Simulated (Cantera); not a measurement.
Feed: 1 mol AlCl3, 8 mol NH3, 30 mol H2, 15 mol N2, equilibrated at 1698 K and 71.0 mbar.

Cantera equilibrium calculation (NASA polynomials, part measured and part estimated; ideal gas, pure solids and liquids). Candidate condensed phases: Al, AlCl3, AlN, NH4Cl; 20 gas species. The tables' values for AlCl2 are old estimates; treat these amounts as uncertain. Kinetics and transport are ignored.

Base state: H2 0.654, N2 0.302, HCl 0.0273, AlCl 0.0127, AlCl2 0.00198, AlCl3 0.00125, H 0.000439, Cl 1.43e-5 (mole fractions); condensed: gas only.

### Question
What changes in the equilibrium state with this change: AlCl3 replaced by Al?

### Answer
```tsv
species	before	after
H2	0.654	0.694
N2	0.302	0.306
H	0.000439	0.000452
HCl	0.0273	0
AlCl	0.0127	0
AlCl2	0.00198	0
AlCl3	0.00125	0
AlN(s), mol	0	1.000
```
